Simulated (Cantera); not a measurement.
A freely propagating, adiabatic, planar premixed flame of H2 : O2 : N2 : H2O = 1 : 0.208 : 0.783 : 0.074 (molar parts), unburnt at 325 K and 113 Torr; mixture-averaged transport, grid criteria slope 0.08 and curve 0.16, no radiation.

Cantera simulation using the H2/O2 subset of GRI-Mech 3.0, which has no nitrogen chemistry; the numbers are that mechanism's predictions, not measurements. Burning velocities carry a grid error of a few per cent, more on coarse grids.

x: mole fraction of selected species; z is measured from the peak of heat release.

```
z (mm)  T (K)  u (m/s)   x H2      x O2   x H2O    x HO2       x O      x H
------  -----  -------  -----  --------  ------  -------  --------  -------
-12.6     325     2.45  0.484     0.101  0.0358    <1e-8     <1e-8    <1e-8
-8.37     325     2.45  0.484     0.101  0.0358    <1e-8     <1e-8    <1e-8
-6.28     325     2.45  0.484     0.101  0.0358    <1e-8     <1e-8    <1e-8
-4.18     325     2.45  0.484     0.101  0.0358  1.55e-8     <1e-8    <1e-8
-2.09     339     2.54  0.482     0.101  0.0363  7.60e-5   1.58e-6  1.86e-5
-1.05     588     4.30  0.452    0.0948  0.0562  6.10e-5  0.000105  0.00618
0         956     6.81  0.369    0.0671   0.121  1.83e-5   0.00139   0.0414
1.05     1195     8.48  0.282    0.0180   0.216  4.24e-6   0.00178   0.0794
2.09     1293     9.15  0.261   0.00236   0.246  5.22e-7  0.000613   0.0852
4.18     1380     9.71  0.264  0.000203   0.252  4.16e-8  0.000357   0.0762
8.37     1474     10.3  0.273  0.000133   0.254  2.55e-8  0.000308   0.0629
16.7     1571     10.9  0.282   9.56e-5   0.256  1.78e-8  0.000230   0.0488
33.5     1660     11.4  0.291       ___   0.258      ___       ___      ___
```

Task: What belongs in the gaps?

Result: 
- 33.5, x O2: 5.78e-5
- 33.5, x HO2: 1.11e-8
- 33.5, x O: 0.000144
- 33.5, x H: 0.0354
